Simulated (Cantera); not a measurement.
A jet of 2.46 % CH4, 16.4 % O2, 81.1 % N2 at 300 K and 0.110 bar hits a platinum plate 2.4 cm away at a mass flux of 0.072 kg/m²/s; the plate temperature is set and raised in steps from an oxygen-covered start.

Model: Deutschmann's 1995 Pt surface mechanism with GRI-Mech 3.0 gas chemistry, integrated in Cantera. Catalytic surfaces can have several steady states; this one follows from the mechanism file's or the stated starting coverage.

One state of this run: wall x CH4 = 0.0100; wall x O2 = 0.133; wall x H2O = 0.0271; wall x OH = 4.95e-7; wall x CO = 8.69e-6; wall x CO2 = 0.0178; θ free Pt = 0.371; θ O* = 0.628; θ OH* = 0.00101. x: mole fraction at the wall; θ: surface coverage.

Problem. Which value of plate T (K) does it belong to?
(A) 1100
(B) 1000
(C) 1050
(D) 900

Solution. C, 1050
